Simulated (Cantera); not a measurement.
A Cantera script and what it prints.

```python
import numpy as np
import cantera as ct

gas_names = """
    H H2 N NH NH2 NH3 N2 N2H2 N2H4 Zr ZrN
""".split()
cond_names = """
    Zr(a) Zr(b) Zr(L) ZrN(s) ZrN(L)
""".split()


# ... load() reads the species with a 1 bar reference pressure and builds the phases ...
atoms = {
    'Zr': {'Zr': 1},
    'N2': {'N': 2},
    'H2': {'H': 2},
}
top_T = {}  # K; cautious upper limits of use, not melting points


# ... equilibrate(T, P, feed) seeds the gas with the atoms and calls Mixture.equilibrate('TP', solver="vcs", rtol=1e-11, max_steps=5000) ...
results = []
feed = {'Zr': 1, 'N2': 21, 'H2': 5.4}  # mol
for P in [0.1, 0.5, 2.5, 13, 63, 320, 1600, 7900, 40000, 200000, 1000000]:
    for T in [1273, 1423, 1573, 1723, 1873, 2023, 2173, 2323, 2473, 2623, 2773]:
        mix = equilibrate(T, P, feed)
        results.append((T, P, feed, dict(zip(mix.species_names, mix.species_moles))))

for T, P, feed, n in results:
    print(f"{T:7g} {P:10.4g}  " + (" + ".join(c for c in cond_names if n.get(c, 0) > 1e-12) or "gas only"))
```

Output:

```
   1273        0.1  ZrN(s)
   1423        0.1  ZrN(s)
   1573        0.1  ZrN(s)
   1723        0.1  ZrN(s)
   1873        0.1  ZrN(s)
   2023        0.1  ZrN(s)
   2173        0.1  ZrN(s)
   2323        0.1  gas only
   2473        0.1  gas only
   2623        0.1  gas only
   2773        0.1  gas only
   1273        0.5  ZrN(s)
   1423        0.5  ZrN(s)
   1573        0.5  ZrN(s)
   1723        0.5  ZrN(s)
   1873        0.5  ZrN(s)
   2023        0.5  ZrN(s)
   2173        0.5  ZrN(s)
   2323        0.5  ZrN(s)
   2473        0.5  gas only
   2623        0.5  gas only
   2773        0.5  gas only
   1273        2.5  ZrN(s)
   1423        2.5  ZrN(s)
   1573        2.5  ZrN(s)
   1723        2.5  ZrN(s)
   1873        2.5  ZrN(s)
   2023        2.5  ZrN(s)
   2173        2.5  ZrN(s)
   2323        2.5  ZrN(s)
   2473        2.5  ZrN(s)
   2623        2.5  gas only
   2773        2.5  gas only
   1273         13  ZrN(s)
   1423         13  ZrN(s)
   1573         13  ZrN(s)
   1723         13  ZrN(s)
   1873         13  ZrN(s)
   2023         13  ZrN(s)
   2173         13  ZrN(s)
   2323         13  ZrN(s)
   2473         13  ZrN(s)
   2623         13  ZrN(s)
   2773         13  gas only
   1273         63  ZrN(s)
   1423         63  ZrN(s)
   1573         63  ZrN(s)
   1723         63  ZrN(s)
   1873         63  ZrN(s)
   2023         63  ZrN(s)
   2173         63  ZrN(s)
   2323         63  ZrN(s)
   2473         63  ZrN(s)
   2623         63  ZrN(s)
   2773         63  ZrN(s)
   1273        320  ZrN(s)
   1423        320  ZrN(s)
   1573        320  ZrN(s)
   1723        320  ZrN(s)
   1873        320  ZrN(s)
   2023        320  ZrN(s)
   2173        320  ZrN(s)
   2323        320  ZrN(s)
   2473        320  ZrN(s)
   2623        320  ZrN(s)
   2773        320  ZrN(s)
   1273       1600  ZrN(s)
   1423       1600  ZrN(s)
   1573       1600  ZrN(s)
   1723       1600  ZrN(s)
   1873       1600  ZrN(s)
   2023       1600  ZrN(s)
   2173       1600  ZrN(s)
   2323       1600  ZrN(s)
   2473       1600  ZrN(s)
   2623       1600  ZrN(s)
   2773       1600  ZrN(s)
   1273       7900  ZrN(s)
   1423       7900  ZrN(s)
   1573       7900  ZrN(s)
   1723       7900  ZrN(s)
   1873       7900  ZrN(s)
   2023       7900  ZrN(s)
   2173       7900  ZrN(s)
   2323       7900  ZrN(s)
   2473       7900  ZrN(s)
   2623       7900  ZrN(s)
   2773       7900  ZrN(s)
   1273      4e+04  ZrN(s)
   1423      4e+04  ZrN(s)
   1573      4e+04  ZrN(s)
   1723      4e+04  ZrN(s)
   1873      4e+04  ZrN(s)
   2023      4e+04  ZrN(s)
   2173      4e+04  ZrN(s)
   2323      4e+04  ZrN(s)
   2473      4e+04  ZrN(s)
   2623      4e+04  ZrN(s)
   2773      4e+04  ZrN(s)
   1273      2e+05  ZrN(s)
   1423      2e+05  ZrN(s)
   1573      2e+05  ZrN(s)
   1723      2e+05  ZrN(s)
   1873      2e+05  ZrN(s)
   2023      2e+05  ZrN(s)
   2173      2e+05  ZrN(s)
   2323      2e+05  ZrN(s)
   2473      2e+05  ZrN(s)
   2623      2e+05  ZrN(s)
   2773      2e+05  ZrN(s)
   1273      1e+06  ZrN(s)
   1423      1e+06  ZrN(s)
   1573      1e+06  ZrN(s)
   1723      1e+06  ZrN(s)
   1873      1e+06  ZrN(s)
   2023      1e+06  ZrN(s)
   2173      1e+06  ZrN(s)
   2323      1e+06  ZrN(s)
   2473      1e+06  ZrN(s)
   2623      1e+06  ZrN(s)
   2773      1e+06  ZrN(s)
```

Cantera equilibrium calculation (NASA polynomials, part measured and part estimated; ideal gas, pure solids and liquids). ZrN: taken at fixed stoichiometry.
